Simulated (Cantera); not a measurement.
Input: 1 mol CH₃SiCl₃, 0.7 mol C₂H₄, 1.5 mol H₂, equilibrated at 2375 K and 1.33 mbar.

Cantera equilibrium calculation (NASA polynomials, part measured and part estimated; ideal gas, pure solids and liquids). Candidate condensed phases: C, C₆H₆, C₇H₈, C₈H₁₈, Si, SiC; 109 gas species. The feed counts by its element totals alone. The tables' values for SiCl, SiCl₃ are old estimates; treat these amounts as uncertain. Gases not in the tables: Si₂H₆ and higher silanes. Rates play no part.

**Question.** What is the equilibrium state?

**Answer.** 
| Property | Value |
|---|---|
| x(H₂) | 0.323 |
| x(HCl) | 0.225 |
| x(H) | 0.219 |
| x(Cl) | 0.109 |
| x(Si) | 0.0805 |
| x(SiCl₂) | 0.0156 |
| x(SiC₂) | 0.0143 |
| x(SiCl) | 0.00753 |
| x(Si₂C) | 0.00282 |
| n(C(graphite)) | 2.11 mol |
| gas amount | 8.041 mol |
| log10 activity of Si(l) (absent) | -1.22 |
